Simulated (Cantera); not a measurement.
What does this Cantera script print?

```python
import numpy as np
import cantera as ct

gas = ct.Solution("gri30.yaml")
gas.TPX = 1100, 6600, {'N2O': 1}
inlet = ct.Reservoir(gas, clone=True)

reactor = ct.IdealGasConstPressureReactor(gas, energy="off", clone=False)
exhaust = ct.Reservoir(gas, clone=True)
tau = [26, 7.8, 2.3, 0.7, 0.21, 0.064, 0.019, 0.0058, 0.0017, 0.00052, 0.00016][0]
for a, b in ((inlet, reactor), (reactor, exhaust)):
    ct.MassFlowController(a, b, mdot=lambda t: reactor.mass / tau)
net = ct.ReactorNet([reactor])
show = ['N2O', 'O2', 'NO', 'N2', 'NO2', 'O']

rows = []
print(f"{'tau/s':>10s}{'T/K':>9s}" + "".join(f"{s:>11s}" for s in show))
for tau in [26, 7.8, 2.3, 0.7, 0.21, 0.064, 0.019, 0.0058, 0.0017, 0.00052, 0.00016]:
    net.initial_time = 0.0
    net.advance(30 * tau)
    before = gas.X
    net.advance(40 * tau)
    drift = np.max(np.abs(gas.X - before) / (gas.X + 1e-9))
    rows.append([gas.T, *gas[show].X, drift])
    print(f"{tau:10.3e}{gas.T:9.1f}" + "".join(f"{x:11.3e}" for x in gas[show].X))
```

Result:

```
     tau/s      T/K        N2O         O2         NO         N2        NO2          O
 2.600e+01   1100.0  8.343e-01  5.149e-02  7.507e-03  1.067e-01  6.714e-06  3.290e-07
 7.800e+00   1100.0  9.436e-01  1.751e-02  2.559e-03  3.630e-02  2.077e-06  3.305e-07
 2.300e+00   1100.0  9.827e-01  5.380e-03  7.871e-04  1.115e-02  5.029e-07  3.310e-07
 7.000e-01   1100.0  9.947e-01  1.657e-03  2.426e-04  3.437e-03  9.247e-08  3.311e-07
 2.100e-01   1100.0  9.984e-01  4.989e-04  7.304e-05  1.035e-03  1.184e-08  3.309e-07
 6.400e-02   1100.0  9.995e-01  1.520e-04  2.226e-05  3.155e-04  1.254e-09  3.305e-07
 1.900e-02   1100.0  9.999e-01  4.493e-05  6.578e-06  9.347e-05  1.146e-10  3.289e-07
 5.800e-03   1100.0  1.000e+00  1.351e-05  1.978e-06  2.833e-05  1.050e-11  3.239e-07
 1.700e-03   1100.0  1.000e+00  3.761e-06  5.507e-07  8.105e-06  8.173e-13  3.077e-07
 5.200e-04   1100.0  1.000e+00  9.911e-07  1.451e-07  2.320e-06  5.682e-14  2.651e-07
 1.600e-04   1100.0  1.000e+00  2.105e-07  3.082e-08  6.193e-07  2.564e-15  1.830e-07
```

Detailed kinetics in Cantera: GRI-Mech 3.0 (53 species, 325 reactions). GRI-Mech 3.0 was tuned for natural gas; its chemistry of N2O as a main component is partial and can be far from experiment. The mechanism lacks the step 2 NO + O2 → 2 NO2, which can matter for NO2 below about 1400 K. The temperature is held fixed by assumption; the heat of reaction is taken as removed at once.
